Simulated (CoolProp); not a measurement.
Model: reference Helmholtz-energy equation of state, Thol 2014, in CoolProp.

Question: For chloromethane (R40), give the phase and the Z, cp (kJ/(kg K)), cv (kJ/(kg K)), speed of sound (m/s) at 60.05 °C and 3.15 MPa.

Answer: 
- 60.05 °C and 3.15 MPa: liquid; Z 0.0682, cp 1.73, cv 0.960, speed of sound 710
